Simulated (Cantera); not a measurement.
Cantera run:

```python
import numpy as np
import cantera as ct

gas_names = [...]  # 49 gases of nasa_gas.yaml made of Cl, F, H, N, Si
cond_names = """
    NH4CL(a) NH4CL(b) Si(cr) Si(L) Si3N4(a)
""".split()


# ... load() reads the species with a 1 bar reference pressure and builds the phases ...
atoms = {
    'Si': {'Si': 1},
    'HCl': {'H': 1, 'CL': 1},
    'N2': {'N': 2},
    'HF': {'H': 1, 'F': 1},
}
top_T = {'Si3N4(a)': 2400}  # K; cautious upper limits of use, not melting points


# ... equilibrate(T, P, feed) seeds the gas with the atoms and calls Mixture.equilibrate('TP', solver="vcs", rtol=1e-11, max_steps=5000) ...
results = []
feed = {'Si': 1, 'HCl': 10, 'N2': 1.1, 'HF': 2.9}  # mol
P = 140  # Pa
for T in [1348, 1373, 1398, 1423, 1448, 1473, 1498, 1523, 1548]:
    mix = equilibrate(T, P, feed)
    results.append((T, P, feed, dict(zip(mix.species_names, mix.species_moles))))

top = {s: max(r[3][s] / sum(r[3][g] for g in gas_names) for r in results) for s in gas_names}
cols = sorted((s for s in top if top[s] > 1e-06), key=lambda s: -top[s])[:6]
seen = [c for c in cond_names if any(r[3].get(c, 0) > 1e-12 for r in results)]
print("log10 of partial pressures in bar; condensed amounts in mol")
print(f"{'T/K':>10s}" + "".join(f"{s[:9]:>10s}" for s in cols + seen))
for T, P, feed, n in results:
    ng = sum(n[g] for g in gas_names)
    print(f"{T:10.4g}" + "".join(f"{np.log10(max(n[s] / ng * P / 1e5, 1e-99)):10.3f}" for s in cols)
          + "".join(f"{n.get(c, 0):10.4g}" for c in seen))
```

Output:

```
log10 of partial pressures in bar; condensed amounts in mol
       T/K       HCL        H2        N2      SiF4        HF     SiCL2
      1348    -3.013    -3.705    -3.931    -4.143    -5.047    -4.972
      1373    -3.012    -3.714    -3.932    -4.152    -4.982    -4.875
      1398    -3.011    -3.722    -3.933    -4.161    -4.916    -4.797
      1423    -3.010    -3.730    -3.934    -4.172    -4.849    -4.737
      1448    -3.010    -3.738    -3.935    -4.184    -4.782    -4.689
      1473    -3.009    -3.745    -3.936    -4.198    -4.716    -4.652
      1498    -3.009    -3.751    -3.937    -4.213    -4.651    -4.622
      1523    -3.010    -3.758    -3.938    -4.231    -4.588    -4.599
      1548    -3.011    -3.764    -3.939    -4.251    -4.527    -4.579
```

Cantera equilibrium calculation (NASA polynomials, part measured and part estimated; ideal gas, pure solids and liquids). The tables' values for SiF3, SiCl3, SiF2 are old estimates; treat these amounts as uncertain.
